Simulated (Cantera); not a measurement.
A diamond (100) surface in a fixed gas of H2 with x(CH4) = 0.026, x(CH3) = 0.00048, at 1075 K, 0.140 bar; coverages are run to steady state.

Computed with Cantera and the Harris–Goodwin 1993 mechanism for the reconstructed diamond (100) surface.

One state of this run: growth (µm/h) = 21.5; θ c6HH = 0.441; θ c6H* = 0.0198; θ c6*H = 0.333; θ c6** = 0.00894; θ c6HM = 0.133. θ: site fractions in the mechanism's names (c6HH fully hydrogenated, c6H* and c6*H radical sites, c6** diradical, c6HM methylated).

Problem. Which value of x(H) does it belong to?
A. 0.17
B. 0.067
C. 0.00025
D. 0.00064

Solution. D, 0.00064
